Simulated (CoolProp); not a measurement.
Vapour-liquid equilibrium of ethylene (1) + isobutane (2) at -59.25 °C; x and y are mole fractions of (1).

Values from CoolProp's multi-fluid Helmholtz-energy mixture model, Smukala 2000 and Bücker 2006; pair parameters Bell 2016.

```
x     bubble pressure (bar)  y at the bubble point  dew pressure at overall composition x (bar)  liquid density (mol/L)
----  ---------------------  ---------------------  -------------------------------------------  ----------------------
0.05                 0.3970                  0.764                                       0.1022                   11.33
0.2                   1.364                  0.939                                       0.1211                   12.13
0.35                  2.429                  0.971                                       0.1486                       ?
0.5                   3.578                  0.984                                       0.1923                   14.00
0.65                  4.785                  0.991                                            ?                   15.07
0.8                   6.026                  0.996                                            ?                   16.21
0.95                      ?                  0.999                                        1.600                   17.37
```

Task: What belongs in the gaps?

Result: 
- 0.35, liquid density (mol/L): 13.02
- 0.65, dew pressure at overall composition x (bar): 0.2721
- 0.8, dew pressure at overall composition x (bar): 0.4652
- 0.95, bubble pressure (bar): 7.301

No azeotrope shows between x = 0.05 and 0.95.

Pair parameters are fitted to limited data, so mixtures are less certain than the pure fluids.
